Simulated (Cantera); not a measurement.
A closed system holds: 1 mol Fe3O4, 11 mol CO, 2.8 mol C, equilibrated at 58.0 Pa.

Cantera equilibrium calculation (NASA polynomials, part measured and part estimated; ideal gas, pure solids and liquids). Candidate condensed phases: C, Fe, Fe(CO)5, FeO, Fe2O3, Fe3O4; 15 gas species. The numbers say what is thermodynamically allowed, not how fast it happens. All values below are at 2173 K.

Base state: CO 0.753, Fe 0.176, CO2 0.0665, FeO 0.00235, O 0.00173, O2 0.000335 (mole fractions); condensed: gas only.

Question: What changes in the equilibrium state with this change: C from 2.8 to 4 mol?

Answer: 
| species | before | after |
|---|---|---|
| CO | 0.753 | 0.833 |
| Fe | 0.176 | 0.167 |
| CO2 | 0.0665 | 8.77e-8 |
| FeO | 0.00235 | 2.66e-9 |
| O | 0.00173 | 2.06e-9 |
| O2 | 0.000335 | <1e-9 |
